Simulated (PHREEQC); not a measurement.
A column of 0.1 m (40 cells, dispersivity 0.0035 m, 300 s a shift, diffusion coefficient 3e-10 m²/s) holds 0.064 eq of the database's cation exchanger X per kg of pore water, first in equilibrium with 0.00086 mol (NH4)2SO4, 0.0007 mol LiCl and 1e-05 mol HCl per kg of water. It is flushed with 0.037 mol KCl, 0.013 mol KBr and 1e-05 mol HCl per kg of water, at 40 °C. Values are for the last cell. The system is closed to CO2. Nothing may precipitate in this run.

Base run: PHREEQC, ion-association model, phreeqc.dat. Each further column changes one thing. The table gives Li in solution (mol/kgw).

| pore volumes | base | exchange capacity from 0.064 to 0.032 eq/kgw | dispersivity from 0.0035 to 0.007 m |
|---|---|---|---|
| 0 | 0.000700 | 0.000700 | 0.000700 |
| 0.4625 | 0.000727 | 0.000727 | 0.00101 |
| 0.7625 | 0.00324 | 0.00318 | 0.00454 |
| 1.212 | 0.00709 | 0.00295 | 0.00533 |
| 1.512 | 0.00322 | 0.000881 | 0.00294 |
| 1.962 | 0.000546 | 9.36e-5 | 0.000923 |
| 2.263 | 0.000139 | 1.85e-5 | 0.000397 |
| 2.712 | 1.56e-5 | 1.46e-6 | 0.000107 |
| 3.013 | 3.44e-6 | 2.58e-7 | 4.40e-5 |
| 3.462 | 3.41e-7 | 1.85e-8 | 1.15e-5 |
| 3.763 | 7.17e-8 | 3.12e-9 | 4.66e-6 |
| 4.213 | 6.79e-9 | 2.13e-10 | 1.20e-6 |
| 4.513 | 1.40e-9 | 3.52e-11 | 4.88e-7 |
| 4.963 | 1.30e-10 | 2.34e-12 | 1.26e-7 |

Constants without temperature data keep their 25 °C values here.
